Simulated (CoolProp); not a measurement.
Carbonyl sulfide along the isobar 0.456 MPa: Z from the reference equation and from simpler models built on Tc = 378.8 K, pc = 6.369 MPa, ω = 0.098; each cubic takes its own stable root.

Values from CoolProp's reference Helmholtz-energy equation of state, Lemmon 2006. It is a short technical equation, of lower accuracy than the large ones.

| T (K) | phase | reference | Pitzer virial | Redlich-Kwong | Soave-Redlich-Kwong |
|---|---|---|---|---|---|
| 294.6 | gas | 0.9457 | 0.9464 | 0.9485 | 0.9473 |
| 301.7 | gas | 0.9498 | 0.9502 | 0.9519 | 0.9509 |
| 308.8 | gas | 0.9534 | 0.9536 | 0.9551 | 0.9541 |
| 316 | gas | 0.9568 | 0.9568 | 0.9580 | 0.9571 |
| 323.1 | gas | 0.9597 | 0.9597 | 0.9606 | 0.9598 |
| 330.2 | gas | 0.9624 | 0.9623 | 0.9630 | 0.9624 |
| 337.4 | gas | 0.9649 | 0.9648 | 0.9652 | 0.9647 |
| 344.5 | gas | 0.9671 | 0.9670 | 0.9673 | 0.9668 |
| 351.6 | gas | 0.9692 | 0.9690 | 0.9692 | 0.9688 |
| 358.8 | gas | 0.9711 | 0.9709 | 0.9709 | 0.9707 |
| 365.9 | gas | 0.9728 | 0.9727 | 0.9726 | 0.9724 |
| 373 | gas | 0.9744 | 0.9743 | 0.9741 | 0.9740 |
| 380.2 | gas | 0.9759 | 0.9758 | 0.9755 | 0.9755 |
| 387.3 | gas | 0.9773 | 0.9772 | 0.9768 | 0.9769 |
| 394.4 | gas | 0.9786 | 0.9785 | 0.9780 | 0.9782 |
